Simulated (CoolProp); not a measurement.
Vapour-liquid equilibrium of R143a (1) + R152A (2) at 226.7 K; x and y are mole fractions of (1).

Computed with CoolProp (multi-fluid Helmholtz-energy mixture model, Lemmon and Jacobsen 2000 and Outcalt 1996; pair parameters Bell 2016).

```json
[
 {"x": "0.05", "bubble pressure (MPa)": "0.03858", "y at the bubble point": "0.172", "dew pressure at overall composition x (MPa)": "0.03481", "liquid density (mol/L)": "15.88"},
 {"x": "0.125", "bubble pressure (MPa)": "0.04561", "y at the bubble point": "0.350", "dew pressure at overall composition x (MPa)": "0.03703", "liquid density (mol/L)": "15.71"},
 {"x": "0.2", "bubble pressure (MPa)": "0.05203", "y at the bubble point": "0.473", "dew pressure at overall composition x (MPa)": "0.03954", "liquid density (mol/L)": "15.53"},
 {"x": "0.275", "bubble pressure (MPa)": "0.05797", "y at the bubble point": "0.565", "dew pressure at overall composition x (MPa)": "0.04238", "liquid density (mol/L)": "15.36"},
 {"x": "0.35", "bubble pressure (MPa)": "0.06352", "y at the bubble point": "0.637", "dew pressure at overall composition x (MPa)": "0.04563", "liquid density (mol/L)": "15.20"},
 {"x": "0.425", "bubble pressure (MPa)": "0.06877", "y at the bubble point": "0.698", "dew pressure at overall composition x (MPa)": "0.04937", "liquid density (mol/L)": "15.03"},
 {"x": "0.5", "bubble pressure (MPa)": "0.07379", "y at the bubble point": "0.749", "dew pressure at overall composition x (MPa)": "0.05369", "liquid density (mol/L)": "14.87"},
 {"x": "0.575", "bubble pressure (MPa)": "0.07865", "y at the bubble point": "0.795", "dew pressure at overall composition x (MPa)": "0.05871", "liquid density (mol/L)": "14.71"},
 {"x": "0.65", "bubble pressure (MPa)": "0.08340", "y at the bubble point": "0.836", "dew pressure at overall composition x (MPa)": "0.06456", "liquid density (mol/L)": "14.55"},
 {"x": "0.725", "bubble pressure (MPa)": "0.08808", "y at the bubble point": "0.874", "dew pressure at overall composition x (MPa)": "0.07136", "liquid density (mol/L)": "14.40"},
 {"x": "0.8", "bubble pressure (MPa)": "0.09273", "y at the bubble point": "0.910", "dew pressure at overall composition x (MPa)": "0.07922", "liquid density (mol/L)": "14.25"},
 {"x": "0.875", "bubble pressure (MPa)": "0.09737", "y at the bubble point": "0.945", "dew pressure at overall composition x (MPa)": "0.08815", "liquid density (mol/L)": "14.10"},
 {"x": "0.95", "bubble pressure (MPa)": "0.1020", "y at the bubble point": "0.978", "dew pressure at overall composition x (MPa)": "0.09808", "liquid density (mol/L)": "13.95"}
]
```

No azeotrope shows between x = 0.05 and 0.95.

Pair parameters are fitted to limited data, so mixtures are less certain than the pure fluids.
